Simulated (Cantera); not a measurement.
A closed system holds: 1 mol BN, 0.26 mol H2O, 83 mol N2, held at 0.525 Torr.

Method: chemical equilibrium by Gibbs-energy minimisation in Cantera with the NASA 1993 tables (ideal gas, pure condensed phases). Candidate condensed phases: B, BN, B2O3, B3O3H3, H2O; 39 gas species. Mutual solubility and eutectic melting of coexisting phases are not modelled. The numbers say what is thermodynamically allowed, not how fast it happens.

Question: What share of the B ends up in condensed phases as a function of T (K), at 873, 973, 1073, 1173, 1273, 1373, 1473, 1573, 1673, 1773, 1873, 1973, 2073?

Answer: 
```json
[
 {"T (K)": "873", "B condensed (%)": "100.0", "as": "BN(s) + B2O3(l)"},
 {"T (K)": "973", "B condensed (%)": "100.0", "as": "BN(s) + B2O3(l)"},
 {"T (K)": "1073", "B condensed (%)": "99.9", "as": "BN(s) + B2O3(l)"},
 {"T (K)": "1173", "B condensed (%)": "99.6", "as": "BN(s) + B2O3(l)"},
 {"T (K)": "1273", "B condensed (%)": "96.7", "as": "BN(s) + B2O3(l)"},
 {"T (K)": "1373", "B condensed (%)": "82.9", "as": "BN(s)"},
 {"T (K)": "1473", "B condensed (%)": "81.3", "as": "BN(s)"},
 {"T (K)": "1573", "B condensed (%)": "78.3", "as": "BN(s)"},
 {"T (K)": "1673", "B condensed (%)": "75.1", "as": "BN(s)"},
 {"T (K)": "1773", "B condensed (%)": "74.1", "as": "BN(s)"},
 {"T (K)": "1873", "B condensed (%)": "73.9", "as": "BN(s)"},
 {"T (K)": "1973", "B condensed (%)": "73.5", "as": "BN(s)"},
 {"T (K)": "2073", "B condensed (%)": "70.0", "as": "BN(s)"}
]
```
